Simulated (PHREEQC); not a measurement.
**Brine**

Solution (20 °C): 0.012 mol Na2SO4, 0.00022 mol SrCl2 and 0.15 mol NaCl per kg of water. Closed to the air; pH follows from the charge balance.

Equilibrium calculation in PHREEQC: ion-association model, wateq4f.dat.

- ionic strength = 0.182 mol/kgw
- activity of water = 0.994

```csv
species,molality,activity,log γ
Na+,0.172,0.129,-0.125
Cl-,0.150,0.108,-0.142
SO4-2,0.00955,0.00292,-0.515
NaSO4-,0.00242,0.00182,-0.123
Sr+2,0.000188,6.29e-5,-0.475
SrSO4,3.23e-5,3.37e-5,0.018
OH-,1.22e-7,8.77e-8,-0.145
H+,9.59e-8,7.70e-8,-0.096
HSO4-,2.66e-8,1.96e-8,-0.132
```

This is a speciation only: nothing precipitates in the calculation.
